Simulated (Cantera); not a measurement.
Premixed flame

A freely propagating, adiabatic, planar premixed flame of 32.9 % H2, 13.7 % O2, 53.3 % N2, equivalence ratio 1.2, unburnt at 575 K and 2.20 bar; mixture-averaged transport, grid criteria slope 0.08 and curve 0.16, no radiation.

Model: the H2/O2 subset of GRI-Mech 3.0, which has no nitrogen chemistry, integrated in Cantera. The hydrogen kinetics of GRI-Mech 3.0 are dated; newer H2 mechanisms differ, most at raised pressure. Burning velocities carry a grid error of a few per cent, more on coarse grids.

| z (mm) | T (K) | u (m/s) | x H2 | x O2 | x H | x HO2 | x OH | x H2O2 |
|---|---|---|---|---|---|---|---|---|
| -0.497 | 575 | 7.70 | 0.329 | 0.137 | <1e-8 | <1e-8 | <1e-8 | <1e-8 |
| -0.332 | 575 | 7.70 | 0.329 | 0.137 | <1e-8 | <1e-8 | <1e-8 | <1e-8 |
| -0.249 | 575 | 7.70 | 0.329 | 0.137 | <1e-8 | <1e-8 | <1e-8 | <1e-8 |
| -0.166 | 575 | 7.70 | 0.329 | 0.137 | <1e-8 | 2.67e-7 | <1e-8 | <1e-8 |
| -0.0829 | 595 | 7.90 | 0.324 | 0.138 | 8.67e-5 | 0.000309 | 4.30e-5 | 5.61e-6 |
| -0.0414 | 848 | 10.9 | 0.285 | 0.132 | 0.00553 | 0.000376 | 0.00107 | 3.55e-5 |
| 0 | 1320 | 16.5 | 0.184 | 0.0910 | 0.0343 | 0.000158 | 0.00400 | 9.08e-6 |
| 0.0414 | 1643 | 20.2 | 0.0990 | 0.0370 | 0.0570 | 5.83e-5 | 0.00994 | 3.40e-6 |
| 0.0829 | 1800 | 22.0 | 0.0758 | 0.0186 | 0.0569 | 2.70e-5 | 0.0134 | 2.05e-6 |
| 0.166 | 1958 | 23.7 | 0.0717 | 0.0121 | 0.0464 | 1.54e-5 | 0.0154 | 1.14e-6 |
| 0.332 | 2117 | 25.3 | 0.0712 | 0.00881 | 0.0338 | 9.60e-6 | 0.0157 | 6.52e-7 |
| 0.663 | 2261 | 26.8 | 0.0692 | 0.00584 | 0.0231 | 5.60e-6 | 0.0143 | 4.14e-7 |
| 1.33 | 2378 | 27.9 | 0.0666 | 0.00343 | 0.0151 | 3.02e-6 | 0.0118 | 2.80e-7 |
x: mole fraction of selected species; z is measured from the peak of heat release.

laminar burning velocity: 770 cm/s
thermal thickness: 0.166 mm
peak x(H): 0.0586
peak x(HO2): 0.000547
peak x(OH): 0.0158
peak x(H2O2): 3.58e-5
